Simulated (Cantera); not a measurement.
# Low-pressure radical oxidation in H2/O2

An isothermal, constant-pressure homogeneous reactor starts with 10.7 % H2, 89.3 % O2, at 900 K and 690 Pa.

Detailed kinetics in Cantera: GRI-Mech 3.0 (53 species, 325 reactions). Radical loss at walls, strong at low pressure, is not modelled. Below about 950 K walls govern HO2 and H2O2 in real vessels. The temperature is held fixed by assumption; the heat of reaction is taken as removed at once.

| t (s) | x H2 | x O2 | x H2O | x OH | x HO2 | x H |
|---|---|---|---|---|---|---|
| 9.00e-6 | 0.107 | 0.893 | <1e-12 | <1e-12 | <1e-12 | <1e-12 |
| 4.93e-5 | 0.107 | 0.893 | <1e-12 | <1e-12 | 1.13e-12 | 1.09e-12 |
| 0.000270 | 0.107 | 0.893 | <1e-12 | <1e-12 | 6.22e-12 | 5.67e-12 |
| 0.00148 | 0.107 | 0.893 | 5.69e-11 | 1.23e-11 | 3.50e-11 | 5.55e-11 |
| 0.00811 | 0.107 | 0.893 | 3.80e-7 | 5.16e-8 | 6.76e-9 | 2.18e-7 |
| 0.0444 | 0.00243 | 0.874 | 0.104 | 0.00141 | 7.95e-6 | 0.00873 |
| 0.243 | 6.25e-5 | 0.887 | 0.113 | 0.000126 | 2.04e-6 | 1.77e-5 |
| 1.33 | 2.05e-6 | 0.887 | 0.113 | 2.39e-5 | 1.82e-7 | 1.20e-7 |
| 7.30 | 6.93e-8 | 0.887 | 0.113 | 6.57e-6 | 1.66e-8 | 2.40e-9 |
| 40.0 | 5.66e-9 | 0.887 | 0.113 | 2.29e-6 | 2.21e-9 | 1.02e-10 |
x: mole fraction; the columns are a selection and need not sum to one.

Equilibrium at this temperature and pressure: H2 4.66e-12, O2 0.887, H2O 0.113, OH 6.96e-8, HO2 1.42e-10, H <1e-12 (gas phase only).
